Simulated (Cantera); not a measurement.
# Hydrocarbon pyrolysis for carbon deposition

An isothermal, constant-pressure homogeneous reactor starts with C2H6 : N2 : H2O = 1 : 92 : 9 (molar parts), at 1775 K and 0.00900 bar.

Cantera simulation using GRI-Mech 3.0 (53 species, 325 reactions); the numbers are that mechanism's predictions, not measurements. Radical loss at walls, strong at low pressure, is not modelled.

```csv
t (s),x C2H6,x HCN,x CH4,x H,x H2,x C2H
0.000400,0.00481,2.19e-7,0.000335,0.000515,0.000769,4.67e-9
0.00181,6.71e-5,1.42e-5,0.00167,0.00115,0.0112,1.54e-6
0.00818,6.26e-7,2.51e-5,0.00145,0.000438,0.0190,1.16e-6
0.0370,1.09e-7,2.80e-5,0.00121,0.000212,0.0213,5.67e-7
0.167,4.35e-8,3.00e-5,0.00102,0.000166,0.0234,3.93e-7
0.757,2.58e-8,3.48e-5,0.000839,0.000193,0.0292,2.97e-7
3.42,8.81e-9,4.54e-5,0.000586,0.000228,0.0418,1.06e-7
15.5,4.45e-11,3.04e-5,4.77e-5,0.000241,0.0513,2.20e-9
70.0,<1e-12,1.98e-8,<1e-12,0.000445,0.0516,<1e-12
```
x: mole fraction; the columns are a selection and need not sum to one.

Equilibrium at this temperature and pressure: C2H6 <1e-12, HCN 5.25e-11, CH4 <1e-12, H 0.000697, H2 0.0514, C2H <1e-12 (gas phase only).
